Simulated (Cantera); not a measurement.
An isothermal plug-flow reactor at 825 K and 2100 Torr (inlet), inlet velocity 0.36 m/s, active area per volume 3600 1/m; feed 0.767 % CH₄, 6.02 % O₂, 93.2 % N₂.

Cantera simulation using Deutschmann's 1995 Pt surface mechanism with GRI-Mech 3.0 gas chemistry; the numbers are that mechanism's predictions, not measurements. Catalytic surfaces can have several steady states; this one follows from the mechanism file's or the stated starting coverage. Mass transfer to the wall is taken as infinitely fast.

Task: Predict: x(CH₄) at z = 0.061 m; x(O₂) at z = 0.061 m; x(H₂O) at z = 0.061 m; x(CO₂) at z = 0.061 m; x(CO) at z = 0.061 m; θ(free Pt) at the exit; θ(O*) at the exit; θ(OH*) at the exit.

Result: 
| Item | Result |
|---|---|
| x(CH₄) at z = 0.061 m | 0.00260 |
| x(O₂) at z = 0.061 m | 0.0500 |
| x(H₂O) at z = 0.061 m | 0.0101 |
| x(CO₂) at z = 0.061 m | 0.00507 |
| x(CO) at z = 0.061 m | 4.12e-7 |
| θ(free Pt) at the exit | 0.0429 |
| θ(O*) at the exit | 0.954 |
| θ(OH*) at the exit | 0.00320 |
